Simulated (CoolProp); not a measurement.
CH2F2 (R32) at 160.03 K and 2.91 MPa is throttled through a valve to 1 MPa with no heat exchange. Each further row changes one setting.

The numbers come from the reference Helmholtz-energy equation of state, Tillner-Roth 1997 in CoolProp.

```tsv
case	temperature change (K)
as stated	?
outlet pressure 0.3 MPa	?
outlet pressure 1.3 MPa	?
```

Question: Some entries are withheld; supply them.

Answer: 
- as stated, temperature change (K): +0.6
- outlet pressure 0.3 MPa, temperature change (K): +0.9
- outlet pressure 1.3 MPa, temperature change (K): +0.5
